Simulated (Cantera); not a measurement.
Fluorocarbon and chlorocarbon gases: CH₃Cl + Si

Feed: 1 mol CH₃Cl, 0.074 mol Si, held at 0.000260 bar.

Cantera equilibrium calculation (NASA polynomials, part measured and part estimated; ideal gas, pure solids and liquids). Candidate condensed phases: C, C₆H₆, C₇H₈, C₈H₁₈, Si, SiC; 109 gas species. The tables' values for SiCl, SiCl₃ are old estimates; treat these amounts as uncertain. Rates play no part.

| T (K) | log p H₂ | log p HCl | log p H | log p SiCl₂ | log p Cl | log p Si | log p SiCl | n C(graphite) | n SiC(s) |
|---|---|---|---|---|---|---|---|---|---|
| 1498 | -3.88 | -3.91 | -6.70 | -5.57 | -6.83 | -10.14 | -9.24 | 0.947 | 0.0527 |
| 1548 | -3.88 | -3.91 | -6.45 | -5.48 | -6.58 | -9.56 | -8.84 | 0.952 | 0.0481 |
| 1598 | -3.87 | -3.92 | -6.21 | -5.40 | -6.36 | -9.01 | -8.47 | 0.957 | 0.0431 |
| 1648 | -3.87 | -3.92 | -5.99 | -5.33 | -6.14 | -8.50 | -8.12 | 0.962 | 0.0376 |
| 1698 | -3.87 | -3.93 | -5.78 | -5.27 | -5.94 | -8.02 | -7.80 | 0.968 | 0.0318 |
| 1748 | -3.87 | -3.94 | -5.58 | -5.21 | -5.76 | -7.56 | -7.49 | 0.974 | 0.0256 |
| 1798 | -3.87 | -3.95 | -5.39 | -5.16 | -5.59 | -7.13 | -7.21 | 0.981 | 0.0191 |
| 1848 | -3.87 | -3.97 | -5.21 | -5.12 | -5.42 | -6.73 | -6.94 | 0.987 | 0.0119 |
| 1898 | -3.88 | -3.98 | -5.05 | -5.09 | -5.27 | -6.34 | -6.69 | 0.995 | 0.00350 |
| 1948 | -3.89 | -4.00 | -4.89 | -5.10 | -5.13 | -6.04 | -6.51 | 0.998 | 0 |
log p: log10 of the partial pressure in bar; n: condensed amount in mol.

From 1498 K to 1898 K the condensed part is C(graphite) + SiC(s). At 1948 K the condensed part is C(graphite). The main Si-bearing gas is SiCl₂ throughout. The share of Si in condensed phases is highest at 1498 K (71.2 %) and lowest at 1948 K (0.0 %).
